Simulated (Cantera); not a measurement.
A perfectly stirred reactor is fed with N₂O : O₂ : N₂ = 1 : 0.14 : 0.086 (molar parts), at 0.0132 atm; it is held at 1350 K, and followed from long to short residence time.

Model: GRI-Mech 3.0 (53 species, 325 reactions), integrated in Cantera. GRI-Mech 3.0 was tuned for natural gas; its chemistry of N2O as a main component is partial and can be far from experiment. Radical loss at walls, strong at low pressure, is not modelled. The mechanism lacks the step 2 NO + O2 → 2 NO2, which can matter for NO2 below about 1400 K. The temperature is held fixed by assumption; the heat of reaction is taken as removed at once.

x: mole fraction; the columns are a selection and need not sum to one.

```csv
τ (s),x N₂O,x O₂,x NO,x NO₂,x O
7.4,0.395,0.221,0.0514,1.20e-5,1.43e-5
3.0,0.570,0.177,0.0301,6.12e-6,1.43e-5
1.2,0.695,0.145,0.0147,2.57e-6,1.43e-5
0.48,0.763,0.128,…,…,1.43e-5
0.19,0.794,0.120,0.00266,2.79e-7,1.43e-5
0.077,0.807,0.116,0.00109,7.03e-8,1.43e-5
0.031,0.812,0.115,…,…,1.42e-5
0.012,0.814,0.115,0.000168,2.37e-9,1.39e-5
0.0049,0.815,0.114,6.59e-5,3.90e-10,1.34e-5
0.0020,0.815,0.114,2.46e-5,5.73e-11,1.22e-5
```

**Question.** Some entries are withheld; supply them.

**Answer.** 
- 0.48, x NO: 0.00646
- 0.48, x NO₂: 9.29e-7
- 0.031, x NO: 0.000439
- 0.031, x NO₂: 1.44e-8
